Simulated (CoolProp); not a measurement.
A single-stage vapour-compression cycle with R134a: evaporating at 212.15 K (dew point), condensing at 251.15 K (bubble point), superheat 8 K, subcooling 5 K, compressor efficiency 0.75, no pressure losses. Each further row changes one setting.

Values from CoolProp's reference Helmholtz-energy equation of state, Tillner-Roth 1994.

```
case                              cooling COP  pressure ratio  discharge temperature (K)  refrigerating effect (kJ/kg)  volumetric capacity (kJ/m³)
--------------------------------  -----------  --------------  -------------------------  ----------------------------  ---------------------------
as stated                                3.62            8.17                      295.6                           202                          169
evaporating temperature 217.15 K         4.33            5.93                      289.5                           205                          232
condensing temperature 246.15 K          4.23            6.52                      287.3                           208                          174
subcooling 10 K                          3.73            8.17                      295.6                           208                          174
superheat 18 K                           3.58            8.17                      306.7                           209                          167
compressor efficiency 0.65               3.13            8.17                      305.6                           202                          169
```
